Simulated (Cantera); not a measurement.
Cantera with NASA thermochemical tables; ideal gases at 1 bar, condensed phases pure. Values are per mole of reaction as written; species without (g) are pure solids or liquids, kept so even where they would boil at 1 bar.

Question: Between 373 and 1173 K, where is each reaction favourable under standard conditions?
- KCl(g) = Cl(g) + K

Answer: 
- KCl(g) = Cl(g) + K: ΔG° is 339 kJ at 373 K and 329 kJ at 1173 K; it stays positive (K < 1). ΔH° is 352 kJ and ΔS° 19 J/K at 1173 K.
